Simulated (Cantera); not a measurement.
Charge: 1 mol CF₄, 1.3 mol HCl, held at 10.0 mbar.

These are equilibrium values from Cantera (NASA tables, ideal gas, pure condensed phases), not measurements of a reactor. Candidate condensed phases: C, C₆H₆, C₇H₈, C₈H₁₈; 135 gas species. Ions and electrons are included (thermal ionisation). Equilibrium is a limit: real reactors are often held back by kinetics, nucleation or transport.

Q: Which condensed phases are stable at each of these points (T (K)): 3000, 3250, 3500, 3750, 4000, 4250, 4500, 4750, 5000?

A: 
```tsv
T (K)	condensed phases	C condensed (%)
3000	C(graphite)	6.9
3250	gas only	0.0
3500	gas only	0.0
3750	gas only	0.0
4000	gas only	0.0
4250	gas only	0.0
4500	gas only	0.0
4750	gas only	0.0
5000	gas only	0.0
```

At 3000 K the condensed part is C(graphite). From 3250 K to 5000 K nothing is condensed.
